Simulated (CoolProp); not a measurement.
R407C along the isobar 2770 kPa: Z from the reference equation and from simpler models built on Tc = 359.3 K, pc = 4632 kPa, ω = 0.363; each cubic takes its own stable root.

The numbers come from the reference Helmholtz-energy equation of state, Lemmon 2003 in CoolProp. It is a pseudo-pure fit of the blend.

| T (K) | phase | reference |
|---|---|---|
| 208.8 | liquid | 0.09499 |
| 215.8 | liquid | 0.09322 |
| 222.9 | liquid | 0.09159 |
| 229.9 | liquid | 0.09014 |
| 237 | liquid | 0.08882 |
| 244.1 | liquid | 0.08765 |
| 251.1 | liquid | 0.08664 |
| 258.2 | liquid | 0.08576 |
| 265.2 | liquid | 0.08503 |
| 272.3 | liquid | 0.08445 |
| 279.4 | liquid | 0.08402 |

Question: How far does each simpler model (van der Waals, Redlich-Kwong, Soave-Redlich-Kwong) lie from the reference over these 11 states: mean and median of the absolute difference, and the worst?

Answer: 
- van der Waals: mean 70.3 %, median 70.1 %, worst +71.6 % at 208.8 K and 2770 kPa
- Redlich-Kwong: mean 17.8 %, median 17.5 %, worst +19.6 % at 279.4 K and 2770 kPa
- Soave-Redlich-Kwong: mean 11.9 %, median 11.9 %, worst +12.4 % at 279.4 K and 2770 kPa
